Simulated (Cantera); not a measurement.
A perfectly stirred reactor is fed with CH2O : O2 : N2 = 0.0024 : 0.042 : 1 (molar parts), at 3000 Torr; it is held at 1325 K, and followed from long to short residence time.

Model: GRI-Mech 3.0 (53 species, 325 reactions), integrated in Cantera.

Task: What does this change do: 0.0011 parts CH4 added?

Result: 
```tsv
quantity	before	after
x(CH2O) at τ = 1.30 s	5.47e-7	5.01e-7
x(O2) at τ = 1.30 s	0.0379	0.0358
x(CO2) at τ = 1.30 s	0.00226	0.00331
x(H2) at τ = 1.30 s	6.63e-8	2.58e-7
x(CH2CO) at τ = 1.30 s	<1e-12	6.75e-10
x(CH2O) at τ = 19.0 ms	1.69e-5	1.31e-5
x(O2) at τ = 19.0 ms	0.0383	0.0363
x(CO2) at τ = 19.0 ms	0.00141	0.00243
x(H2) at τ = 19.0 ms	4.64e-6	1.33e-5
x(CH2CO) at τ = 19.0 ms	<1e-12	4.90e-8
```
